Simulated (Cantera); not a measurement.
An isothermal, constant-pressure homogeneous reactor starts with N₂O = 1 (molar parts), at 1550 K and 100.0 Torr. Integrator tolerance rtol = 1e-08.

Model: GRI-Mech 3.0 (53 species, 325 reactions), integrated in Cantera. GRI-Mech 3.0 was tuned for natural gas; its chemistry of N2O as a main component is partial and can be far from experiment. The temperature is held fixed by assumption; the heat of reaction is taken as removed at once.

### Question
What does this change do: temperature 1550 to 1275 K?

### Answer
```csv
quantity,before,after
x(N₂O) at 6.00 s,9.20e-6 (gas-phase equilibrium 3.66e-8),0.120 (gas-phase equilibrium 8.80e-9)
x(NO) at 6.00 s,0.172 (gas-phase equilibrium 0.00180),0.0776 (gas-phase equilibrium 0.000391)
x(NO₂) at 6.00 s,0.000314 (gas-phase equilibrium 3.81e-6),0.000113 (gas-phase equilibrium 2.15e-6)
x(O₂) at 6.00 s,0.247 (gas-phase equilibrium 0.332),0.254 (gas-phase equilibrium 0.333)
x(N₂) at 6.00 s,0.580 (gas-phase equilibrium 0.666),0.548 (gas-phase equilibrium 0.666)
```
The mechanism lacks the step 2 NO + O2 → 2 NO2, which can matter for NO2 below about 1400 K.

### Question
What does this change do: temperature 1550 to 1075 K?

### Answer
```csv
quantity,before,after
x(N₂O) at 6.00 s,9.20e-6 (gas-phase equilibrium 3.66e-8),0.950 (gas-phase equilibrium 2.02e-9)
x(NO) at 6.00 s,0.172 (gas-phase equilibrium 0.00180),0.00201 (gas-phase equilibrium 7.85e-5)
x(NO₂) at 6.00 s,0.000314 (gas-phase equilibrium 3.81e-6),3.40e-6 (gas-phase equilibrium 1.19e-6)
x(O₂) at 6.00 s,0.247 (gas-phase equilibrium 0.332),0.0157 (gas-phase equilibrium 0.333)
x(N₂) at 6.00 s,0.580 (gas-phase equilibrium 0.666),0.0323 (gas-phase equilibrium 0.667)
```
The mechanism lacks the step 2 NO + O2 → 2 NO2, which can matter for NO2 below about 1400 K.
